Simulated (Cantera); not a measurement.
Charge: 1 mol SO2, 0.16 mol H2, 3.6 mol H2O, at 480 Pa.

These are equilibrium values from Cantera (NASA tables, ideal gas, pure condensed phases), not measurements of a reactor. Candidate condensed phases: H2O, H2SO4, S; 34 gas species. Ions and electrons are included (thermal ionisation). Equilibrium is a limit: real reactors are often held back by kinetics, nucleation or transport. All values below are at 4500 K.

Base state: H 0.532, O 0.396, S 0.0706, OH 0.000155, e- 0.000125, S+ 0.000124, H2 0.000114, SO 6.98e-5 (mole fractions); condensed: gas only.

Task: What changes in the equilibrium state with this change: SO2 replaced by HF?

Result: 
```csv
species,before,after
H,0.532,0.649
O,0.396,0.274
F,0,0.0758
S,0.0706,0
HF,0,0.000515
S+,0.000124,0
SO,6.98e-5,0
e-,0.000125,7.02e-6
```
